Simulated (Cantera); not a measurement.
# Premixed flame

A freely propagating, adiabatic, planar premixed flame of CH4 : O2 : N2 = 1 : 2.6 : 9.77 (molar parts), equivalence ratio 0.77, unburnt at 373 K and 0.132 atm; mixture-averaged transport, grid criteria slope 0.08 and curve 0.16, no radiation.

Detailed kinetics in Cantera: GRI-Mech 3.0 (53 species, 325 reactions). Burning velocities carry a grid error of a few per cent, more on coarse grids.

```csv
z (mm),T (K),u (m/s),x CH4,x O2,x HCN,x N2O,x NO,x NO2
-7.61,373,0.680,0.0748,0.194,<1e-8,<1e-8,<1e-8,<1e-8
-5.07,373,0.681,0.0747,0.194,<1e-8,<1e-8,<1e-8,<1e-8
-3.81,376,0.686,0.0745,0.194,<1e-8,<1e-8,<1e-8,<1e-8
-2.54,408,0.748,0.0725,0.192,<1e-8,<1e-8,1.15e-8,<1e-8
-1.27,736,1.37,0.0549,0.168,6.24e-8,<1e-8,2.29e-7,<1e-8
-0.634,1106,2.07,0.0318,0.134,1.91e-7,<1e-8,6.05e-7,<1e-8
0,1461,2.75,0.00858,0.0930,4.00e-7,<1e-8,1.30e-6,<1e-8
0.634,1602,3.02,0.000844,0.0686,3.35e-7,1.77e-8,2.13e-6,<1e-8
1.27,1636,3.08,4.78e-5,0.0598,1.39e-7,2.33e-8,2.72e-6,<1e-8
2.54,1669,3.12,1.82e-7,0.0547,1.75e-8,2.64e-8,3.53e-6,<1e-8
5.07,1712,3.19,<1e-8,0.0520,<1e-8,2.73e-8,4.82e-6,<1e-8
10.1,1768,3.28,<1e-8,0.0504,<1e-8,2.99e-8,6.92e-6,<1e-8
20.3,1833,3.39,<1e-8,0.0488,<1e-8,3.52e-8,1.02e-5,<1e-8
```
x: mole fraction of selected species; z is measured from the peak of heat release.

The laminar burning velocity comes out as 68.0 cm/s and the thermal thickness is 2.54 mm. The peak x(HCN) is 4.25e-7 and the grid points is 153.
